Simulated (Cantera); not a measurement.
Charge: 1 mol Si, 1.2 mol HBr, a varied amount of N2, equilibrated at 1623.15 K and 0.0458 Torr.

Equilibrium computed with Cantera from the NASA thermochemical tables; the gas is ideal and each condensed phase is pure. Candidate condensed phases: Br2, Si, Si3N4; 28 gas species. Equilibrium is a limit: real reactors are often held back by kinetics, nucleation or transport.

**Question.** What share of the Si ends up in condensed phases as a function of n(N2) (mol), at 1.4, 2.1, 3.2, 4.9, 7.4, 11, 17, 27, 41?

**Answer.** 
```json
[
 {"n(N2) (mol)": "1.4", "Si condensed (%)": "66.8", "as": "Si(s)"},
 {"n(N2) (mol)": "2.1", "Si condensed (%)": "67.9", "as": "Si(s)"},
 {"n(N2) (mol)": "3.2", "Si condensed (%)": "69.2", "as": "Si(s)"},
 {"n(N2) (mol)": "4.9", "Si condensed (%)": "70.8", "as": "Si(s)"},
 {"n(N2) (mol)": "7.4", "Si condensed (%)": "72.3", "as": "Si(s)"},
 {"n(N2) (mol)": "11", "Si condensed (%)": "73.7", "as": "Si(s)"},
 {"n(N2) (mol)": "17", "Si condensed (%)": "74.9", "as": "Si(s)"},
 {"n(N2) (mol)": "27", "Si condensed (%)": "75.2", "as": "Si(s)"},
 {"n(N2) (mol)": "41", "Si condensed (%)": "74.0", "as": "Si(s)"}
]
```
